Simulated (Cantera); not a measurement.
Cantera with NASA thermochemical tables; ideal gases at 1 bar, condensed phases pure. Values are per mole of reaction as written; species without (g) are pure solids or liquids, kept so even where they would boil at 1 bar. TaC: taken at fixed stoichiometry.

3 Ta + C₃H₈(g) → 4 H₂(g) + 3 TaC, with ΔH° = -327.5 kJ and ΔS° = 255.6 J/K at 300 K.

**Question.** How far is the shortcut ΔG° ≈ ΔH°(300 K) − T·ΔS°(300 K) from the full temperature-dependent value at 1798, 1898, 1998, 2098, 2198, 2298, 2398 K?

**Answer.** 
```csv
T (K),shortcut (kJ),full (kJ),difference (kJ),difference in log10 K
1798,-787.0,-868.5,81.4,-2.37
1898,-812.6,-900.5,87.9,-2.42
1998,-838.1,-932.5,94.4,-2.47
2098,-863.7,-964.5,100.8,-2.51
2198,-889.3,-996.5,107.3,-2.55
2298,-914.8,-1028.5,113.7,-2.58
2398,-940.4,-1060.5,120.1,-2.62
```
The shortcut ignores the heat-capacity change of the reaction.
